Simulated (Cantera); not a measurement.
Input: 1 mol Si₂H₆, 0.28 mol HCl, 410 mol H₂, at 1698.15 K and 2.33 Torr.

These are equilibrium values from Cantera (NASA tables, ideal gas, pure condensed phases), not measurements of a reactor. Candidate condensed phases: Si; 19 gas species. The feed counts by its element totals alone. Gases not in the tables: Si₂H₆ and higher silanes. Rates play no part.

Base state: H₂ 0.996, H 0.00260, HCl 0.000671, Si 0.000212, SiH 1.84e-5, SiH₂ 1.39e-5 (mole fractions); condensed: Si(l).

### Question
What changes in the equilibrium state with this change: temperature from 1698.15 K to 1448.15 K?

### Answer
```csv
species,before,after
H₂,0.996,0.999
HCl,0.000671,0.000675
H,0.00260,0.000166
Si,0.000212,9.47e-7
SiH,1.84e-5,2.11e-7
SiH₂,1.39e-5,7.49e-7
"Si(l), mol",1.90,0
"Si(s), mol",0,2.00
```
